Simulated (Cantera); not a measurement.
A perfectly stirred reactor is fed with H2 : O2 : N2 = 0.32 : 1 : 6.6 (molar parts), at 82.5 Torr; it is held at 1023 K, and followed from long to short residence time.

Computed with Cantera and the H2/O2 subset of GRI-Mech 3.0, which has no nitrogen chemistry. Radical loss at walls, strong at low pressure, is not modelled. The temperature is held fixed by assumption; the heat of reaction is taken as removed at once.

Problem. Predict: x(H2) at τ = 28.0 s; x(O2) at τ = 28.0 s; x(HO2) at τ = 28.0 s; x(H) at τ = 28.0 s; x(H2O) at τ = 28.0 s; x(H2) at τ = 0.240 s; x(O2) at τ = 0.240 s; x(HO2) at τ = 0.240 s; x(H) at τ = 0.240 s; x(H2O) at τ = 0.240 s.

Solution. 
| Property | Result |
|---|---|
| x(H2) at τ = 28.0 s | 3.16e-5 |
| x(O2) at τ = 28.0 s | 0.108 |
| x(HO2) at τ = 28.0 s | 7.44e-7 |
| x(H) at τ = 28.0 s | 5.81e-7 |
| x(H2O) at τ = 28.0 s | 0.0412 |
| x(H2) at τ = 0.240 s | 0.000598 |
| x(O2) at τ = 0.240 s | 0.108 |
| x(HO2) at τ = 0.240 s | 4.90e-6 |
| x(H) at τ = 0.240 s | 6.67e-5 |
| x(H2O) at τ = 0.240 s | 0.0405 |
